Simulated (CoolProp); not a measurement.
Computed with CoolProp (reference Helmholtz-energy equation of state, Lemmon 2006). It is a short technical equation, of lower accuracy than the large ones.

Problem. For nitrous oxide, give the phase and the speed of sound (m/s) at 266.3 K and 84.9 kPa; 299.7 K and 84.9 kPa; 433.2 K and 84.9 kPa.

Solution. 
- 266.3 K and 84.9 kPa: gas; speed of sound 254
- 299.7 K and 84.9 kPa: gas; speed of sound 268
- 433.2 K and 84.9 kPa: gas; speed of sound 318
